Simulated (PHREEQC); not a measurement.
A PHREEQC speciation (ion-association model, phreeqc.dat) at 25 °C gives pH 10.20 and these molalities:

```tsv
species	mol/kgw
NH3	0.0482
NH4+	0.00581
H2BO3-	0.00563
H3BO3	0.000568
OH-	0.000174
```

Question: What are the element totals, and what could have been dissolved in 1 kg of water to give them?

Answer: Several could match; the one computed here: totals B 0.00620, N(-3) 0.0540 mol/kgw, from 54 mmol/kgw NH3 and 6.2 mmol/kgw H3BO3.

Precipitation was switched off in this run. Complexes and solids missing from the database can't appear.
